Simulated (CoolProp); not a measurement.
Saturation properties of octamethylcyclotetrasiloxane (D4) (Tc = 313.4 °C, pc = 13.47 bar, ω = 0.598).

The numbers come from the reference Helmholtz-energy equation of state, Thol 2015 in CoolProp.

```tsv
T (°C)	p (bar)	vapour density (kg/m³)	liquid cp (kJ/(kg K))	surface tension (mN/m)
157.45	0.6209	5.436	1.950	8.58
161.65	0.6980	6.084	1.961	8.30
165.85	0.7825	6.792	1.971	8.02
170.05	0.8749	7.565	1.982	7.75
174.25	0.9755	8.407	1.992	7.48
178.45	1.085	9.324	2.003	7.20
182.65	1.204	10.32	2.014	6.93
186.85	1.332	11.40	2.025	6.67
191.05	1.471	12.57	2.037	6.40
195.25	1.621	13.85	2.048	6.14
199.45	1.782	15.22	2.059	5.87
203.65	1.955	16.71	2.071	5.61
207.85	2.141	18.32	2.083	5.35
212.05	2.341	20.06	2.096	5.10
216.25	2.554	21.93	2.108	4.84
```

It boils at 175.7 °C under 1 atm.

Surface tension comes from a separate correlation (Mulero 2014), older than this fluid's equation and unchecked against measurements.
